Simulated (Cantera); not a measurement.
A perfectly stirred reactor is fed with CH4 : H2 : O2 : N2 = 1 : 0.041 : 2.27 : 5.9 (molar parts), equivalence ratio 0.89, at 10.0 bar; it is adiabatic with a 725 K inlet, and is followed from long to short residence time, starting on the burning branch (τ in s: 0.074, 0.037, 0.019, 0.0094, 0.0048, 0.0024, 0.0012, 0.00061, 0.0003, 0.00015, 7.7e-05, 3.9e-05).

Computed with Cantera and GRI-Mech 3.0 (53 species, 325 reactions).

x: mole fraction; the columns are a selection and need not sum to one.

```
τ (s)    T (K)  x CH4     x H2    x O2   x H2O2     x CH3
-------  -----  -----  -------  ------  -------  --------
0.074     2674    ___  0.00513  0.0284  1.10e-6   8.58e-8
0.037     2674    ___  0.00513  0.0284  1.11e-6   1.71e-7
0.019     2674    ___  0.00513  0.0285  1.11e-6   3.33e-7
0.0094    2675    ___  0.00514  0.0288  1.11e-6   6.69e-7
0.0048    2675    ___  0.00516  0.0291  1.12e-6   1.30e-6
0.0024    2675    ___  0.00519  0.0297  1.13e-6   2.56e-6
0.0012    2675    ___  0.00526  0.0306  1.15e-6   5.00e-6
0.00061   2672    ___  0.00540  0.0316  1.17e-6   9.53e-6
0.00030   2664    ___  0.00568  0.0329  1.18e-6   1.85e-5
0.00015   2648    ___  0.00617  0.0344  1.19e-6   3.47e-5
7.7e-5    2619    ___  0.00698  0.0364  1.21e-6   6.17e-5
3.9e-5    2574    ___  0.00820  0.0391  1.26e-6  0.000107
```

Q: What belongs in the gaps?

A: 
- 0.074, x CH4: 1.27e-7
- 0.037, x CH4: 2.54e-7
- 0.019, x CH4: 4.93e-7
- 0.0094, x CH4: 9.90e-7
- 0.0048, x CH4: 1.92e-6
- 0.0024, x CH4: 3.79e-6
- 0.0012, x CH4: 7.40e-6
- 0.00061, x CH4: 1.42e-5
- 0.00030, x CH4: 2.78e-5
- 0.00015, x CH4: 5.30e-5
- 7.7e-5, x CH4: 9.70e-5
- 3.9e-5, x CH4: 0.000177
